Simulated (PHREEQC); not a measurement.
1 kg of water holding 12 mmol/kgw NaCl, 15 mmol/kgw KCl, 7.6 mmol/kgw Na2CO3, 4.1 mmol/kgw Na2B4O7 and 7.8 mmol/kgw Na2SO4 is evaporated at 20 °C; the solids stay in contact with the brine. The system is closed to CO2. The run lets Arcanite, Burkeite, Glaserite, Halite, Kalicinite, Mirabilite, Misenite, Nahcolite, Natron, Sylvite, Thenardite, Trona, Borax, Boric_acid,s, KB5O8:4H2O, K2B4O7:4H2O, NaBO2:4H2O, NaB5O8:5H2O, Teepleite precipitate or redissolve, and no other solid.

Model: Pitzer model, pitzer.dat, run in PHREEQC.

| water left (kg) | ionic strength | water activity | Borax (mol) | Glaserite (mol) | Halite (mol) | Trona (mol) |
|---|---|---|---|---|---|---|
| 1 | 0.0764 | 0.998 | 0 | 0 | 0 | 0 |
| 0.8219 | 0.0930 | 0.998 | 0 | 0 | 0 | 0 |
| 0.5552 | 0.138 | 0.996 | 0 | 0 | 0 | 0 |
| 0.4563 | 0.168 | 0.996 | 0 | 0 | 0 | 0 |
| 0.3751 | [?] | 0.995 | 0 | 0 | 0 | 0 |
| 0.3083 | [?] | 0.994 | 0 | 0 | 0 | 0 |
| 0.2082 | [?] | 0.991 | 0 | 0 | 0 | 0 |
| 0.1712 | 0.451 | 0.989 | 0 | 0 | 0 | 0 |
| 0.1407 | 0.550 | 0.987 | 0 | 0 | 0 | 0 |
| 0.09511 | 0.820 | [?] | 0 | 0 | 0 | 0 |
| 0.0782 | 1.00 | 0.977 | 0 | 0 | 0 | 0 |
| 0.06432 | 1.23 | [?] | 0 | 0 | 0 | 0 |
| 0.05292 | 1.50 | 0.968 | 0 | 0 | 0 | 0 |
| 0.03579 | 2.20 | 0.954 | 0.000517 | 0 | 0 | 0 |
| 0.02939 | 2.64 | 0.945 | 0.00114 | 0 | 0 | 0 |
| 0.02412 | 3.18 | 0.935 | 0.00163 | 0 | 0 | 0 |
| 0.01626 | 4.64 | 0.904 | 0.00234 | 0 | 0 | 0 |
| 0.01334 | 5.63 | 0.882 | 0.00259 | 0 | 0 | 0 |
| 0.01095 | 6.83 | [?] | 0.00280 | 0 | 0 | 0 |
| 0.008966 | 7.78 | 0.821 | 0.00302 | 0.000774 | 0 | 0 |
| 0.005993 | [?] | [?] | 0.00330 | 0.00236 | 0 | 0.000295 |
| 0.004884 | 10.4 | 0.702 | 0.00329 | 0.00285 | 0.00231 | 0.000901 |

Question: Some entries are withheld; supply them.

Answer: 
- 0.3751, ionic strength: 0.204
- 0.3083, ionic strength: 0.249
- 0.2082, ionic strength: 0.369
- 0.09511, water activity: 0.981
- 0.06432, water activity: 0.973
- 0.01095, water activity: 0.852
- 0.005993, ionic strength: 9.77
- 0.005993, water activity: 0.735
